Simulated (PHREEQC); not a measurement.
0.2 mol of Basaluminite (Al4(OH)10SO4) is brought to equilibrium with 1 kg of water, with rising amounts of CdCl2, at 25 °C. O2 is buffered at 0.21 atm. The system is closed to CO2. Names ending in (a), (am) or -a are amorphous solids. Only these solids could form: Basaluminite, Al(OH)3(a), Cd(OH)2, CdOHCl.

Equilibrium calculation in PHREEQC: ion-association model, wateq4f.dat.

```json
[
 {"CdCl2 added (mol)": "0", "pH": "6.21", "dissolved Al (mol/kgw)": "2.19e-6", "dissolved S (mol/kgw)": "5.47e-7", "CdCl+ (mol/kgw)": "0", "CdSO4 (mol/kgw)": "0", "Al(OH)2+ (mol/kgw)": "1.07e-6"},
 {"CdCl2 added (mol)": "0.0208", "pH": "5.88", "dissolved Al (mol/kgw)": "3.51e-6", "dissolved S (mol/kgw)": "8.77e-7", "CdCl+ (mol/kgw)": "0.0113", "CdSO4 (mol/kgw)": "3.31e-7", "Al(OH)2+ (mol/kgw)": "2.19e-6"},
 {"CdCl2 added (mol)": "0.0417", "pH": "5.77", "dissolved Al (mol/kgw)": "4.37e-6", "dissolved S (mol/kgw)": "1.09e-6", "CdCl+ (mol/kgw)": "0.0256", "CdSO4 (mol/kgw)": "4.33e-7", "Al(OH)2+ (mol/kgw)": "2.56e-6"},
 {"CdCl2 added (mol)": "0.0625", "pH": "5.71", "dissolved Al (mol/kgw)": "5.08e-6", "dissolved S (mol/kgw)": "1.27e-6", "CdCl+ (mol/kgw)": "0.0397", "CdSO4 (mol/kgw)": "5.08e-7", "Al(OH)2+ (mol/kgw)": "2.77e-6"},
 {"CdCl2 added (mol)": "0.0833", "pH": "5.67", "dissolved Al (mol/kgw)": "5.70e-6", "dissolved S (mol/kgw)": "1.42e-6", "CdCl+ (mol/kgw)": "0.0535", "CdSO4 (mol/kgw)": "5.69e-7", "Al(OH)2+ (mol/kgw)": "2.92e-6"},
 {"CdCl2 added (mol)": "0.104", "pH": "5.64", "dissolved Al (mol/kgw)": "6.24e-6", "dissolved S (mol/kgw)": "1.56e-6", "CdCl+ (mol/kgw)": "0.0669", "CdSO4 (mol/kgw)": "6.22e-7", "Al(OH)2+ (mol/kgw)": "3.03e-6"},
 {"CdCl2 added (mol)": "0.125", "pH": "5.62", "dissolved Al (mol/kgw)": "6.75e-6", "dissolved S (mol/kgw)": "1.69e-6", "CdCl+ (mol/kgw)": "0.0801", "CdSO4 (mol/kgw)": "6.69e-7", "Al(OH)2+ (mol/kgw)": "3.11e-6"},
 {"CdCl2 added (mol)": "0.146", "pH": "5.60", "dissolved Al (mol/kgw)": "7.21e-6", "dissolved S (mol/kgw)": "1.80e-6", "CdCl+ (mol/kgw)": "0.0929", "CdSO4 (mol/kgw)": "7.12e-7", "Al(OH)2+ (mol/kgw)": "3.19e-6"},
 {"CdCl2 added (mol)": "0.167", "pH": "5.58", "dissolved Al (mol/kgw)": "7.64e-6", "dissolved S (mol/kgw)": "1.91e-6", "CdCl+ (mol/kgw)": "0.105", "CdSO4 (mol/kgw)": "7.51e-7", "Al(OH)2+ (mol/kgw)": "3.25e-6"},
 {"CdCl2 added (mol)": "0.188", "pH": "5.57", "dissolved Al (mol/kgw)": "8.05e-6", "dissolved S (mol/kgw)": "2.01e-6", "CdCl+ (mol/kgw)": "0.118", "CdSO4 (mol/kgw)": "7.88e-7", "Al(OH)2+ (mol/kgw)": "3.30e-6"},
 {"CdCl2 added (mol)": "0.208", "pH": "5.56", "dissolved Al (mol/kgw)": "8.41e-6", "dissolved S (mol/kgw)": "2.10e-6", "CdCl+ (mol/kgw)": "0.129", "CdSO4 (mol/kgw)": "8.20e-7", "Al(OH)2+ (mol/kgw)": "3.35e-6"},
 {"CdCl2 added (mol)": "0.229", "pH": "5.55", "dissolved Al (mol/kgw)": "8.78e-6", "dissolved S (mol/kgw)": "2.19e-6", "CdCl+ (mol/kgw)": "0.141", "CdSO4 (mol/kgw)": "8.53e-7", "Al(OH)2+ (mol/kgw)": "3.39e-6"},
 {"CdCl2 added (mol)": "0.25", "pH": "5.54", "dissolved Al (mol/kgw)": "9.13e-6", "dissolved S (mol/kgw)": "2.28e-6", "CdCl+ (mol/kgw)": "0.152", "CdSO4 (mol/kgw)": "8.83e-7", "Al(OH)2+ (mol/kgw)": "3.43e-6"}
]
```
